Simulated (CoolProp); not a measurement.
Vapour-liquid equilibrium of CH2F2 (R32) (1) + R152A (2) at 2000 kPa; x and y are mole fractions of (1).

Computed with CoolProp (multi-fluid Helmholtz-energy mixture model, Tillner-Roth 1997 and Outcalt 1996; pair parameters Bell 2016).

Problem. Give the bubble temperature and the first vapour's composition at x = 0.05, 0.35, 0.5. Is there an azeotrope?

Solution. x = 0.05: 69.8 °C, y = 0.087; x = 0.35: 54.6 °C, y = 0.505; x = 0.5: 48.3 °C, y = 0.658. No azeotrope shows between x = 0.05 and 0.95.

Pair parameters are fitted to limited data, so mixtures are less certain than the pure fluids.
